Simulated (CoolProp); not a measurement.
1,2-dichloroethane along the isobar 1890 kPa: density (kg/m³) from the reference equation and from simpler models built on Tc = 561.6 K, pc = 5226 kPa, ω = 0.269; each cubic takes its own stable root.

Values from CoolProp's reference Helmholtz-energy equation of state, Thol 2015.

```csv
T (K),phase,reference
393.3,liquid,1099
403,liquid,1082
412.7,liquid,1064
422.4,liquid,1046
432.1,liquid,1027
441.8,liquid,1008
451.5,liquid,987.2
461.2,liquid,965.7
470.9,liquid,943.1
480.6,liquid,918.9
500,gas,57.96
```

Problem. How far does each simpler model (van der Waals, Redlich-Kwong, Soave-Redlich-Kwong) lie from the reference over these 11 states: mean and median of the absolute difference, and the worst?

Solution. 
- van der Waals: mean 57.7 %, median 42.3 %, worst -93.7 % at 480.6 K and 1890 kPa
- Redlich-Kwong: mean 23.1 %, median 17.3 %, worst -93.3 % at 480.6 K and 1890 kPa
- Soave-Redlich-Kwong: mean 12.6 %, median 13.3 %, worst -15.8 % at 480.6 K and 1890 kPa

At some of these states van der Waals, Redlich-Kwong gives the other phase, because its saturation line lies elsewhere.
